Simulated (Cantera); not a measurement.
Input: 1 mol SiH4, 44 mol N2O, at 0.0100 bar.

Method: chemical equilibrium by Gibbs-energy minimisation in Cantera with the NASA 1993 tables (ideal gas, pure condensed phases). Candidate condensed phases: H2O, Si, SiO2, Si2N2O, Si3N4; 35 gas species. The numbers say what is thermodynamically allowed, not how fast it happens.

Task: Which condensed phases are stable at each of these points (T (K)): 723, 748, 773, 798, 823, 848, 873, 898, 923?

Result: 
| T (K) | condensed phases | Si condensed (%) |
|---|---|---|
| 723 | SiO2(α-quartz) | 100.0 |
| 748 | SiO2(α-quartz) | 100.0 |
| 773 | SiO2(α-quartz) | 100.0 |
| 798 | SiO2(α-quartz) | 100.0 |
| 823 | SiO2(α-quartz) | 100.0 |
| 848 | SiO2(β-quartz) | 100.0 |
| 873 | SiO2(β-quartz) | 100.0 |
| 898 | SiO2(β-quartz) | 100.0 |
| 923 | SiO2(β-quartz) | 100.0 |

From 723 K to 823 K the condensed part is SiO2(α-quartz). From 848 K to 923 K the condensed part is SiO2(β-quartz).
